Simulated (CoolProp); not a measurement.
Saturation properties of carbon monoxide.

Model: reference Helmholtz-energy equation of state, Lemmon 2006, in CoolProp. It is a short technical equation, of lower accuracy than the large ones.

```
T (K)  p (kPa)  liquid density (kg/m³)  vapour density (kg/m³)  liquid cp (kJ/(kg K))  surface tension (mN/m)
-----  -------  ----------------------  ----------------------  ---------------------  ----------------------
84.3     135.8                   781.5                   5.716                  2.155                    8.95
88       197.5                   764.7                   8.097                  2.174                    8.17
91.8     280.6                   746.8                   11.25                  2.203                    7.38
95.6     387.1                   728.1                   15.27                  2.243                    6.61
99.3     516.7                   709.1                   20.15                  2.295                    5.86
103.1    679.9                   688.5                   26.38                  2.364                    5.10
106.9    877.4                   666.5                   34.10                  2.458                    4.36
110.6     1106                   643.6                   43.38                  2.581                    3.66
114.4     1383                   617.9                       ?                  2.758                    2.95
118.2     1706                   589.4                   70.22                  3.024                       ?
121.9     2070                   557.7                   89.12                  3.450                    1.62
125.7     2499                   518.6                   115.6                  4.322                   0.994
129.5     2994                       ?                   157.0                  7.132                   0.417
```

Problem. Complete the blanks.

Solution. 
- 114.4, vapour density (kg/m³): 55.24
- 118.2, surface tension (mN/m): 2.26
- 129.5, liquid density (kg/m³): 465.5

It boils at 81.6 K under 1 atm.

Surface tension comes from a separate correlation (Mulero 2012).
